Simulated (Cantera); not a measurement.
A closed system holds: 1 mol CH4, 3.8 mol H2, 0.23 mol H2O, held at 1823 K.

Method: chemical equilibrium by Gibbs-energy minimisation in Cantera with the NASA 1993 tables (ideal gas, pure condensed phases). Candidate condensed phases: C, C6H6, C7H8, C8H18, H2O; 110 gas species. The ideal-gas law is rough above about 30 bar. The numbers say what is thermodynamically allowed, not how fast it happens.

log p: log10 of the partial pressure in bar; n: condensed amount in mol.

```json
[
 {"P (Pa)": "10", "log p H2": "-4.04", "log p CH4": "-11.22", "log p H": "-5.38", "log p CO": "-5.44", "log p H2O": "-13.07", "log p C2H4": "-13.44", "n C(graphite)": "0.768"},
 {"P (Pa)": "56", "log p H2": "…", "log p CH4": "…", "log p H": "…", "log p CO": "…", "log p H2O": "…", "log p C2H4": "…", "n C(graphite)": "0.767"},
 {"P (Pa)": "320", "log p H2": "-2.51", "log p CH4": "-8.18", "log p H": "-4.62", "log p CO": "-3.93", "log p H2O": "-10.04", "log p C2H4": "-10.40", "n C(graphite)": "0.767"},
 {"P (Pa)": "1800", "log p H2": "-1.76", "log p CH4": "-6.67", "log p H": "-4.24", "log p CO": "-3.18", "log p H2O": "-8.54", "log p C2H4": "-8.90", "n C(graphite)": "0.767"},
 {"P (Pa)": "10000", "log p H2": "…", "log p CH4": "…", "log p H": "…", "log p CO": "…", "log p H2O": "…", "log p C2H4": "…", "n C(graphite)": "0.767"},
 {"P (Pa)": "56000", "log p H2": "-0.27", "log p CH4": "-3.68", "log p H": "-3.50", "log p CO": "-1.69", "log p H2O": "-5.55", "log p C2H4": "-5.91", "n C(graphite)": "0.765"},
 {"P (Pa)": "320000", "log p H2": "0.49", "log p CH4": "-2.17", "log p H": "-3.12", "log p CO": "-0.93", "log p H2O": "-4.04", "log p C2H4": "-4.40", "n C(graphite)": "0.754"},
 {"P (Pa)": "1800000", "log p H2": "1.23", "log p CH4": "-0.68", "log p H": "-2.75", "log p CO": "-0.18", "log p H2O": "-2.54", "log p C2H4": "-2.91", "n C(graphite)": "0.696"},
 {"P (Pa)": "10000000", "log p H2": "1.96", "log p CH4": "0.76", "log p H": "-2.39", "log p CO": "0.58", "log p H2O": "-1.06", "log p C2H4": "-1.46", "n C(graphite)": "0.425"}
]
```

Task: Fill in the missing entries.

Result: 
- 10000, log p H2: -1.02
- 10000, log p CH4: -5.18
- 10000, log p H: -3.87
- 10000, log p CO: -2.44
- 10000, log p H2O: -7.05
- 10000, log p C2H4: -7.41
- 56, log p H2: -3.28
- 56, log p CH4: -9.70
- 56, log p H: -5.00
- 56, log p CO: -4.69
- 56, log p H2O: -11.56
- 56, log p C2H4: -11.93
